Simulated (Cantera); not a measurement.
Charge: 1 mol SiH₂Cl₂, 0.57 mol NO, 130 mol N₂, at 0.00190 bar.

Method: chemical equilibrium by Gibbs-energy minimisation in Cantera with the NASA 1993 tables (ideal gas, pure condensed phases). Candidate condensed phases: H₂O, NH₄Cl, Si, SiO₂, Si₂N₂O, Si₃N₄; 47 gas species. Mutual solubility and eutectic melting of coexisting phases are not modelled. Equilibrium is a limit: real reactors are often held back by kinetics, nucleation or transport. All values below are at 1075 K.

Base state: N₂ 0.985, HCl 0.0149, H₂ 0.000152, SiCl₄ 7.54e-5 (mole fractions); condensed: SiO₂(β-quartz) + Si₂N₂O(s).

### Question
What changes in the equilibrium state with this change: NO from 0.57 to 5.7 mol?

### Answer
| species | before | after |
|---|---|---|
| N₂ | 0.985 | 0.972 |
| HCl | 0.0149 | 0.0135 |
| O₂ | <1e-9 | 0.0132 |
| SiCl₄ | 7.54e-5 | <1e-9 |
| Cl₂ | <1e-9 | 0.000334 |
| H₂ | 0.000152 | <1e-9 |
| H₂O | 3.99e-9 | 0.000565 |
| NO | <1e-9 | 1.88e-5 |
| Cl | 3.67e-7 | 0.000462 |
| SiO₂(β-quartz), mol | 0.0500 | 1.00 |
| Si₂N₂O(s), mol | 0.470 | 0 |
